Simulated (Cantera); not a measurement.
**Premixed flame**

A freely propagating, adiabatic, planar premixed flame of 7.76 % CH4, 0.776 % CO, 17.1 % O2, 64.3 % N2, 10.1 % CO2, equivalence ratio 0.93, unburnt at 425 K and 1200 Torr; mixture-averaged transport, grid criteria slope 0.08 and curve 0.16, no radiation.

Computed with Cantera and GRI-Mech 3.0 (53 species, 325 reactions). Burning velocities carry a grid error of a few per cent, more on coarse grids.

```csv
z (mm),T (K),u (m/s),x CH4,x CO,x O2,x C2H4,x HO2,x CH2O
-1.39,425,0.271,0.0775,0.00776,0.171,2.96e-8,4.35e-8,1.38e-7
-0.927,430,0.275,0.0771,0.00783,0.170,5.83e-7,5.77e-7,2.77e-6
-0.695,443,0.283,0.0760,0.00807,0.169,2.81e-6,2.36e-6,1.34e-5
-0.464,519,0.333,0.0709,0.00965,0.163,2.25e-5,1.56e-5,0.000106
-0.232,889,0.576,0.0481,0.0188,0.129,0.000186,9.23e-5,0.000711
-0.116,1252,0.815,0.0259,0.0291,0.0925,0.000361,0.000122,0.000884
0,1615,1.05,0.00474,0.0379,0.0510,0.000171,7.97e-5,0.000386
0.116,1758,1.14,0.000124,0.0309,0.0313,2.06e-6,1.60e-5,2.07e-5
0.232,1815,1.17,1.67e-6,0.0237,0.0260,<1e-8,1.00e-5,3.27e-7
0.464,1881,1.21,<1e-8,0.0176,0.0222,<1e-8,6.36e-6,<1e-8
0.927,1944,1.25,<1e-8,0.0126,0.0189,<1e-8,3.48e-6,<1e-8
1.85,1993,1.27,<1e-8,0.00811,0.0162,<1e-8,1.80e-6,<1e-8
3.71,2024,1.29,<1e-8,0.00490,0.0145,<1e-8,1.00e-6,<1e-8
```
x: mole fraction of selected species; z is measured from the peak of heat release.

- laminar burning velocity = 27.1 cm/s
- thermal thickness = 0.464 mm
- peak x(C2H4) = 0.000379
- peak x(HO2) = 0.000126
- peak x(CH2O) = 0.000909
- grid points = 125
